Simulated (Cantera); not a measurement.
Iron carbonyl, mercury and lead vapours: PbO + O2 + N2

A closed system holds: 1 mol PbO, 1.5 mol O2, 32 mol N2, equilibrated at 9.50 mbar.

Equilibrium computed with Cantera from the NASA thermochemical tables; the gas is ideal and each condensed phase is pure. Candidate condensed phases: Pb, PbO, PbO2, Pb3O4; 12 gas species. Gases not in the tables: (PbO)n polymers. Equilibrium is a limit: real reactors are often held back by kinetics, nucleation or transport.

```
T (°C)   x N2    x O2     x PbO      x Pb      x NO       x O    x NO2  n PbO(yellow)  n PbO(l)
------  -----  ------  --------  --------  --------  --------  -------  -------------  --------
752     0.955  0.0448   7.21e-5   1.60e-7   2.08e-5  7.16e-10  4.26e-8          0.998         0
827     0.955  0.0447  0.000652   3.95e-6   4.32e-5   5.41e-9  5.57e-8          0.978         0
902     0.951  0.0446   0.00424   6.21e-5   8.14e-5   3.16e-8  7.01e-8              0     0.855
977     0.936  0.0441    0.0192  0.000613  0.000141   1.49e-7  8.48e-8              0     0.321
1052    0.927  0.0442    0.0272   0.00172  0.000231   5.94e-7  1.02e-7              0         0
1127    0.926  0.0447    0.0259   0.00302  0.000363   2.05e-6  1.22e-7              0         0
1202    0.925  0.0455    0.0241   0.00483  0.000545   6.28e-6  1.44e-7              0         0
1277    0.924  0.0465    0.0218   0.00711  0.000790   1.73e-5  1.68e-7              0         0
```
x: gas mole fraction; n: condensed amount in mol.

From 752 °C to 827 °C the condensed part is PbO(yellow). From 902 °C to 977 °C the condensed part is PbO(l). From 1052 °C to 1277 °C nothing is condensed.
